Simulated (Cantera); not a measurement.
An adiabatic, constant-pressure homogeneous reactor starts with H₂ : O₂ : N₂ = 1 : 1.47 : 5.53 (molar parts), equivalence ratio 0.34, at 1425 K and 100000 Pa. Integrator tolerance rtol = 1e-08.

Detailed kinetics in Cantera: GRI-Mech 3.0 (53 species, 325 reactions).

```tsv
quantity	before	after
time of steepest temperature rise	20.1 µs	8.49 µs
temperature at 5.00 s	2243 K	2251 K
equilibrium temperature	2243 K	2251 K
x(H₂) at 5.00 s	0.000554 (gas-phase equilibrium 0.000554)	0.000377 (gas-phase equilibrium 0.000377)
x(O₂) at 5.00 s	0.122 (gas-phase equilibrium 0.122)	0.122 (gas-phase equilibrium 0.122)
x(HO₂) at 5.00 s	5.15e-6 (gas-phase equilibrium 5.15e-6)	6.61e-6 (gas-phase equilibrium 6.61e-6)
x(H) at 5.00 s	0.000169 (gas-phase equilibrium 0.000169)	9.44e-5 (gas-phase equilibrium 9.44e-5)
x(NO) at 5.00 s	0.0102 (gas-phase equilibrium 0.0102)	0.0104 (gas-phase equilibrium 0.0104)
```

Q: Which change was made?
(A) H2 1 to 1.3 parts
(B) pressure from 100000 Pa to 240000 Pa
(C) O2 1.47 to 1.1 parts
(D) constant volume in place of constant pressure

A: B, pressure from 100000 Pa to 240000 Pa
